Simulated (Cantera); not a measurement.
Charge: 1 mol AlN, 0.15 mol H2O, equilibrated at 1700 °C and 0.100 bar.

Cantera equilibrium calculation (NASA polynomials, part measured and part estimated; ideal gas, pure solids and liquids). Candidate condensed phases: Al, AlN, Al2O3, H2O; 35 gas species. Mutual solubility and eutectic melting of coexisting phases are not modelled. The tables' values for AlOH are old estimates; treat these amounts as uncertain. Condensed phases not in the tables: aluminium oxynitride. Kinetics and transport are ignored.

Base state: H2 0.745, N2 0.250, H 0.00368, Al 0.000772, Al2O 0.000472, AlH 6.26e-5, H2O 3.12e-5, AlOH 1.65e-5 (mole fractions); condensed: AlN(s) + Al2O3(s).

Q: What changes in the equilibrium state with this change: temperature from 1700 °C to 1350 °C?

A: 
| species | before | after |
|---|---|---|
| H2 | 0.745 | 0.750 |
| N2 | 0.250 | 0.250 |
| H | 0.00368 | 0.000190 |
| Al | 0.000772 | 1.88e-7 |
| Al2O | 0.000472 | 1.19e-8 |
| AlH | 6.26e-5 | 3.98e-8 |
| AlOH | 1.65e-5 | 4.00e-8 |
| H2O | 3.12e-5 | 9.47e-6 |
| AlN(s), mol | 0.900 | 0.900 |
| Al2O3(s), mol | 0.0500 | 0.0500 |

Q: What changes in the equilibrium state with this change: temperature from 1700 °C to 1027 °C?

A: 
```tsv
species	before	after
H2	0.745	0.750
N2	0.250	0.250
H	0.00368	3.03e-6
Al	0.000772	<1e-9
Al2O	0.000472	<1e-9
AlH	6.26e-5	<1e-9
AlN(s), mol	0.900	0.900
Al2O3(s), mol	0.0500	0.0500
```

Q: What changes in the equilibrium state with this change: temperature from 1700 °C to 577 °C?

A: 
```json
[
 {"species": "H2", "before": "0.745", "after": "0.750"},
 {"species": "N2", "before": "0.250", "after": "0.250"},
 {"species": "NH3", "before": "6.76e-7", "after": "6.03e-5"},
 {"species": "H", "before": "0.00368", "after": "<1e-9"},
 {"species": "Al", "before": "0.000772", "after": "<1e-9"},
 {"species": "Al2O", "before": "0.000472", "after": "<1e-9"},
 {"species": "AlH", "before": "6.26e-5", "after": "<1e-9"},
 {"species": "AlN(s), mol", "before": "0.900", "after": "0.900"},
 {"species": "Al2O3(s), mol", "before": "0.0500", "after": "0.0500"}
]
```
